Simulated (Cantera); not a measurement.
A closed system holds: 1 mol Si(CH₃)₄, 0.28 mol C₂H₄, 3.4 mol H₂, held at 0.0220 bar.

Method: chemical equilibrium by Gibbs-energy minimisation in Cantera with the NASA 1993 tables (ideal gas, pure condensed phases). Candidate condensed phases: C, C₆H₆, C₇H₈, C₈H₁₈, Si, SiC; 87 gas species. Gases not in the tables: Si₂H₆ and higher silanes. Equilibrium is a limit: real reactors are often held back by kinetics, nucleation or transport.

Problem. At 2198 K, list the 7 most abundant gas species with their mole fractions, and the condensed phases.

Solution. H₂ 0.959, H 0.0368, C₂H₂ (acetylene) 0.00243, Si 0.00175, SiC₂ 0.000167, SiH 0.000113, Si₂C 0.000102. Condensed: C(graphite) + SiC(s).
